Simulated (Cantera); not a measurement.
Charge: 1 mol MgSO4, 6.4 mol CO2, 0.013 mol H2O, at 1873.15 K and 0.0240 bar.

Cantera equilibrium calculation (NASA polynomials, part measured and part estimated; ideal gas, pure solids and liquids). Candidate condensed phases: C, C6H6, C7H8, C8H18, H2O, H2SO4, Mg, MgCO3, MgO, Mg(OH)2, MgS, MgSO4, S; 130 gas species. Equilibrium is a limit: real reactors are often held back by kinetics, nucleation or transport.

Base state: CO2 0.797, SO2 0.126, O2 0.0669, CO 0.00847, H2O 0.00150, O 0.000395, OH 0.000247, SO 0.000136 (mole fractions); condensed: MgO(s).

Question: What changes in the equilibrium state with this change: CO2 from 6.4 to 0.13 mol?

Answer: 
```json
[
 {"species": "SO2", "before": "0.126", "after": "0.607"},
 {"species": "O2", "before": "0.0669", "after": "0.304"},
 {"species": "CO2", "before": "0.797", "after": "0.0787"},
 {"species": "CO", "before": "0.00847", "after": "0.000392"},
 {"species": "SO3", "before": "4.14e-5", "after": "0.000427"},
 {"species": "H2O", "before": "0.00150", "after": "0.00749"},
 {"species": "MgO(s), mol", "before": "1.000", "after": "1.000"}
]
```

Question: What changes in the equilibrium state with this change: temperature from 1873.15 K to 2125 K?

Answer: 
```
species        before    after
-----------  --------  -------
CO2             0.797    0.728
SO2             0.126    0.121
O2             0.0669   0.0881
CO            0.00847   0.0559
Mg            2.35e-7  5.18e-5
H             8.23e-6  9.74e-5
SO           0.000136  0.00114
O            0.000395  0.00316
H2            3.89e-6  1.73e-5
MgO(s), mol     1.000    0.999
```
